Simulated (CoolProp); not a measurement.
Saturation properties of CH3F (R41).

Model: reference Helmholtz-energy equation of state, Lemmon 2006, in CoolProp. It is a short technical equation, of lower accuracy than the large ones.

```
T (°C)  p (MPa)  liquid density (kg/m³)  vapour density (kg/m³)  enthalpy of vaporisation (kJ/kg)  surface tension (mN/m)
------  -------  ----------------------  ----------------------  --------------------------------  ----------------------
-68.45   0.1698                   860.1                   3.608                             473.5                    13.9
-60.05   0.2525                   841.6                   5.242                             460.7                    12.7
-51.75   0.3618                   822.6                   7.379                             447.2                    11.4
-43.35   0.5060                   802.6                   10.19                             432.6                    10.2
-35.05   0.6878                   781.8                   13.75                                 ?                    9.01
-26.65   0.9181                   759.7                   18.32                             399.9                    7.83
-18.35    1.198                   736.5                   24.03                             381.4                    6.71
-9.95     1.542                       ?                       ?                             360.8                    5.61
-1.65         ?                   684.4                   40.48                             337.9                    4.56
6.75      2.441                   654.5                   52.37                             311.7                       ?
15.05     3.012                   621.2                       ?                             281.8                    2.60
```

Q: What belongs in the gaps?

A: 
- -35.05, enthalpy of vaporisation (kJ/kg): 417.1
- -9.95, liquid density (kg/m³): 711.3
- -9.95, vapour density (kg/m³): 31.33
- -1.65, p (MPa): 1.950
- 6.75, surface tension (mN/m): 3.55
- 15.05, vapour density (kg/m³): 67.80

It boils at -78.4 °C under 1 atm.

Surface tension comes from a separate correlation (Mulero 2012).
